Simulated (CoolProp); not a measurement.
The numbers come from the reference Helmholtz-energy equation of state, Akasaka 2024 in CoolProp.

Problem. For R1132(E), give the phase and the density (kg/m³), Joule-Thomson coefficient (K/MPa), isothermal compressibility (1/MPa), expansivity (1/kK) at 398.4 K and 1210 kPa.

Solution. 
- 398.4 K and 1210 kPa: gas; density 24.7, Joule-Thomson coefficient 7.29, isothermal compressibility 0.873, expansivity 3.04
